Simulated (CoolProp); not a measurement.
Properties of C2F6 (R116) along the isobar 4.24 MPa.

Computed with CoolProp (reference Helmholtz-energy equation of state, Lemmon 2006). It is a short technical equation, of lower accuracy than the large ones.

```tsv
T (K)	phase	density (kg/m³)	Joule-Thomson coefficient (K/MPa)	viscosity (µPa s)
206.8	liquid	1574	-0.2841	374
237.9	liquid	1427	-0.09030	228
269.1	liquid	1238	0.3903	137
300.3	supercritical	878.4	3.796	61.1
331.5	supercritical	336.4	8.081	23.1
362.6	supercritical	251.8	5.566	22.3
393.8	supercritical	210.9	4.139	22.9
425	supercritical	184.7	3.225	23.9
```

Viscosity comes from a separate model (Huber 2003), an estimate that may be off by 10 % or more.
